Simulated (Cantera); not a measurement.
Mixture: CH₄ : H₂ : O₂ : N₂ : H₂O = 1 : 0.85 : 1.52 : 5.7 : 0.028 (molar parts), at 825 Torr, adiabatic and at constant volume. Ignition delay is the time to a rise of 400 K.

Detailed kinetics in Cantera: GRI-Mech 3.0 (53 species, 325 reactions).

### Question
Predict: delay at 1125 K; delay at 1275 K; delay at 1425 K; delay at 1575 K; delay at 1725 K; apparent activation energy between 1575 and 1725 K.

### Answer
```
Quantity                                                Result
--------------------------------------------------  ----------
delay at 1125 K                                        2.47 ms
delay at 1275 K                                       0.695 ms
delay at 1425 K                                       0.240 ms
delay at 1575 K                                       0.101 ms
delay at 1725 K                                        49.1 µs
apparent activation energy between 1575 and 1725 K  110 kJ/mol
```
